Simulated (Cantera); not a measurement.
Thermodynamics of fluorocarbon and chlorocarbon gases, feed CH3Cl + H2

A closed system holds: 1 mol CH3Cl, 0.17 mol H2, at 23000 Pa.

Equilibrium computed with Cantera from the NASA thermochemical tables; the gas is ideal and each condensed phase is pure. Candidate condensed phases: C, C6H6, C7H8, C8H18; 91 gas species. The numbers say what is thermodynamically allowed, not how fast it happens.

```csv
T (K),x H2,x HCl,x H,x Cl,x C2H2 (acetylene),x CH4,x C2HCl,x C2H,n C(graphite)
1825,0.539,0.460,0.000674,0.000439,0.000116,4.73e-5,2.52e-7,1.41e-9,0.999
1875,0.538,0.460,0.00100,0.000649,0.000171,4.04e-5,4.31e-7,3.78e-9,0.999
1925,0.538,0.459,0.00146,0.000939,0.000246,3.48e-5,7.16e-7,9.61e-9,0.999
1975,0.537,0.459,0.00209,0.00133,0.000349,3.02e-5,1.16e-6,2.33e-8,0.998
2025,0.537,0.458,0.00294,0.00186,0.000486,2.63e-5,1.83e-6,5.42e-8,0.998
2075,0.536,0.457,0.00407,0.00256,0.000665,2.32e-5,2.83e-6,1.21e-7,0.997
2125,0.535,0.455,0.00554,0.00346,0.000896,2.05e-5,4.27e-6,2.59e-7,0.996
2175,0.533,0.453,0.00743,0.00461,0.00119,1.82e-5,6.32e-6,5.36e-7,0.995
2225,0.531,0.451,0.00985,0.00607,0.00156,1.62e-5,9.19e-6,1.07e-6,0.993
2275,0.529,0.448,0.0129,0.00787,0.00201,1.45e-5,1.31e-5,2.08e-6,0.991
2325,0.526,0.445,0.0166,0.0101,0.00257,1.30e-5,1.84e-5,3.91e-6,0.988
2375,0.522,0.440,0.0213,0.0128,0.00324,1.17e-5,2.53e-5,7.16e-6,0.985
2425,0.518,0.435,0.0269,0.0160,0.00405,1.05e-5,3.43e-5,1.28e-5,0.982
2475,0.513,0.429,0.0336,0.0199,0.00499,9.45e-6,4.59e-5,2.22e-5,0.977
```
x: gas mole fraction; n: condensed amount in mol.

From 1825 K to 2475 K the condensed part is C(graphite). The main C-bearing gas is C2H2 (acetylene) throughout.
